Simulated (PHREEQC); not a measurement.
Dissolve 0.0067 mol/kgw CaSO4, 0.00052 mol/kgw CO2 and 9.8e-05 mol/kgw MgSO4 at 48 °C. Closed to the air; pH follows from the charge balance.

Equilibrium calculation in PHREEQC: Pitzer model, pitzer.dat.

```tsv
quantity	before	after
pH	4.88	4.92
HSO4- (mol/kgw)	7.78e-6	1.13e-5
SI of Gypsum (CaSO4:2H2O)	-0.45	-0.07
```

Problem. What was changed between the two runs?
A. diluted 2-fold with water
B. CaSO4 from 0.0067 to 0.0134 mol/kgw
C. CO2 left out
D. MgSO4 left out
E. diluted 10-fold with water

Solution. B, CaSO4 from 0.0067 to 0.0134 mol/kgw

This is a speciation only: nothing precipitates in the calculation. Constants without temperature data keep their 25 °C values here.
